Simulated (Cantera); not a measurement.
A perfectly stirred reactor is fed with CH₄ : CO₂ = 1 : 4.5 (molar parts), at 0.197 atm; it is held at 1875 K, and followed from long to short residence time.

Model: GRI-Mech 3.0 (53 species, 325 reactions), integrated in Cantera.

### Question
Predict: x(CH₄) at τ = 0.930 s; x(CO₂) at τ = 0.930 s; x(H₂O) at τ = 0.930 s; x(CH₃) at τ = 0.930 s; x(CH₄) at τ = 9.80 ms; x(CO₂) at τ = 9.80 ms; x(H₂O) at τ = 9.80 ms; x(CH₃) at τ = 9.80 ms.

### Answer
```json
{
 "x(CH₄) at τ = 0.930 s": "0.00236",
 "x(CO₂) at τ = 0.930 s": "0.287",
 "x(H₂O) at τ = 0.930 s": "0.189",
 "x(CH₃) at τ = 0.930 s": "0.000140",
 "x(CH₄) at τ = 9.80 ms": "0.0477",
 "x(CO₂) at τ = 9.80 ms": "0.577",
 "x(H₂O) at τ = 9.80 ms": "0.115",
 "x(CH₃) at τ = 9.80 ms": "0.00202"
}
```
